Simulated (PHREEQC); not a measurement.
A solution holds 0.039 mol Na2HAsO4 and 0.058 mol H3PO4 per kg of water, at 25 °C. Closed to the air; pH follows from the charge balance.

Equilibrium calculation in PHREEQC: ion-association model, wateq4f.dat.

```tsv
quantity	before	after
pH	2.79	2.85
H3PO4 (mol/kgw)	0.00919	0.00424
H3AsO4 (mol/kgw)	0.00787	0.00365
```

Problem. What was changed between the two runs?
A. temperature from 25 to 30 °C
B. temperature from 25 to 75 °C
C. Na2HAsO4 from 0.039 to 0.0429 mol/kgw
D. diluted 2-fold with water

Solution. D, diluted 2-fold with water

Precipitation was switched off in this run. H3PO4, which wateq4f.dat lacks, is added to it with the constant of phreeqc.dat.
